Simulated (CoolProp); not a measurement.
Properties of cyclopentane along the isobar 25.1 bar (Tc = 511.7 K, pc = 45.83 bar, ω = 0.202).

Values from CoolProp's reference Helmholtz-energy equation of state, Gedanitz 2015.

```
T (K)   phase  cp (kJ/(kg K))  cv (kJ/(kg K))  Joule-Thomson coefficient (K/MPa)  isothermal compressibility (1/MPa)
-----  ------  --------------  --------------  ---------------------------------  ----------------------------------
207.3  liquid           1.472          0.9999                            -0.6404                           0.0006064
212.3  liquid           1.484           1.009                            -0.6330                           0.0006296
217.3  liquid           1.496           1.018                            -0.6252                           0.0006539
222.2  liquid           1.509           1.028                            -0.6171                           0.0006789
227.2  liquid           1.524           1.039                            -0.6084                           0.0007057
232.2  liquid           1.539           1.051                            -0.5994                           0.0007338
237.1  liquid           1.555           1.064                            -0.5902                           0.0007627
242.1  liquid           1.571           1.077                            -0.5805                           0.0007937
247.1  liquid           1.589           1.092                            -0.5705                           0.0008264
252    liquid           1.607           1.106                            -0.5604                           0.0008601
257    liquid           1.626           1.122                            -0.5499                           0.0008962
262    liquid           1.645           1.138                            -0.5392                           0.0009344
266.9  liquid           1.665           1.154                            -0.5284                           0.0009738
271.9  liquid           1.686           1.172                            -0.5172                            0.001016
```
